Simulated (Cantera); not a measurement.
An isothermal, constant-pressure homogeneous reactor starts with C₂H₆ : N₂ = 1 : 69 (molar parts), at 1425 K and 20.0 Torr.

Computed with Cantera and GRI-Mech 3.0 (53 species, 325 reactions). GRI-Mech 3.0 stops at C3 and has no aromatics, soot or wall deposition, so with more carbon than oxygen in the feed, carbon stays in small species such as C2H2 where larger ones or solid carbon would form. Radical loss at walls, strong at low pressure, is not modelled.

One state of this run: x C₂H₆ = 0.00359; x C₂H₄ = 0.00752; x H = 9.39e-5; x HCN = 5.65e-7; x CH₄ = 0.00207; x CH₃ = 0.00104. x: mole fraction; the columns are a selection and need not sum to one.

### Question
Which value of t (s) does it belong to?
(A) 0.0100
(B) 1.00
(C) 21.5
(D) 0.000464

### Answer
A, 0.0100
